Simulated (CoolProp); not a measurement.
Vapour-liquid equilibrium of CHF3 (R23) (1) + C2F6 (R116) (2) at 0.0475 MPa; x and y are mole fractions of (1).

The numbers come from the multi-fluid Helmholtz-energy mixture model, Penoncello 2003 and Lemmon 2006; pair parameters Bell 2016 in CoolProp.

```tsv
x	bubble temperature, mixture model (°C)	bubble temperature, Raoult's law (°C)	y, mixture model	y, Raoult's law
0.05	-94.7	-91.3	?	0.061
0.2	-98.8	-91.8	?	0.234
0.35	?	-92.3	0.536	0.397
0.5	-99.8	-92.7	?	0.550
0.65	-99.8	-93.2	?	0.694
0.8	?	-93.6	?	0.830
0.95	-96.7	-94.0	?	0.959
```

Some entries are withheld; supply them.


- 0.05, y, mixture model: 0.238
- 0.2, y, mixture model: 0.478
- 0.35, bubble temperature, mixture model (°C): -99.7
- 0.5, y, mixture model: 0.553
- 0.65, y, mixture model: 0.565
- 0.8, bubble temperature, mixture model (°C): -99.4
- 0.8, y, mixture model: 0.609
- 0.95, y, mixture model: 0.807

The largest gap from Raoult's law is -7.4 K in bubble temperature, at x = 0.35. y crosses x between x = 0.5 and 0.65: the model has an azeotrope there.

The pair parameters rest on a limited set of measurements; away from them the model extrapolates.
